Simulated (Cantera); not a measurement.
Input: 1 mol FeS, 340 mol H2, at 2075 K and 13300 Pa.

Cantera equilibrium calculation (NASA polynomials, part measured and part estimated; ideal gas, pure solids and liquids). Candidate condensed phases: Fe, FeS, FeS2, S; 8 gas species. Kinetics and transport are ignored.

Base state: H2 0.987, H 0.00725, Fe 0.00292, H2S 0.00175, SH 0.000833, S 0.000140, S2 9.99e-5 (mole fractions); condensed: gas only.

### Question
What changes in the equilibrium state with this change: temperature from 2075 K to 1573.15 K?

### Answer
| species | before | after |
|---|---|---|
| H2 | 0.987 | 0.997 |
| H2S | 0.00175 | 0.00286 |
| H | 0.00725 | 0.000111 |
| Fe | 0.00292 | 4.95e-6 |
| S | 0.000140 | 7.59e-7 |
| SH | 0.000833 | 6.46e-5 |
| S2 | 9.99e-5 | 9.18e-6 |
| Fe(γ), mol | 0 | 0.998 |
